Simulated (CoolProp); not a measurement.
Vapour-liquid equilibrium of R143a (1) + R1234yf (2) at 253.8 K; x and y are mole fractions of (1).

The numbers come from the multi-fluid Helmholtz-energy mixture model, Lemmon and Jacobsen 2000 and Lemmon 2022; pair parameters Bell 2016 in CoolProp.

| x | bubble pressure (bar) | y at the bubble point | dew pressure at overall composition x (bar) | liquid density (mol/L) |
|---|---|---|---|---|
| 0.05 | 1.645 | 0.102 | 1.595 | 10.91 |
| 0.2 | 1.921 | 0.342 | 1.749 | 11.18 |
| 0.35 | 2.181 | 0.519 | 1.933 | 11.47 |
| 0.5 | 2.430 | 0.660 | 2.151 | 11.77 |
| 0.65 | 2.673 | 0.778 | 2.411 | 12.10 |
| 0.8 | 2.912 | 0.880 | 2.722 | 12.44 |
| 0.95 | 3.150 | 0.971 | 3.092 | 12.80 |

No azeotrope shows between x = 0.05 and 0.95.

The pair parameters rest on a limited set of measurements; away from them the model extrapolates.
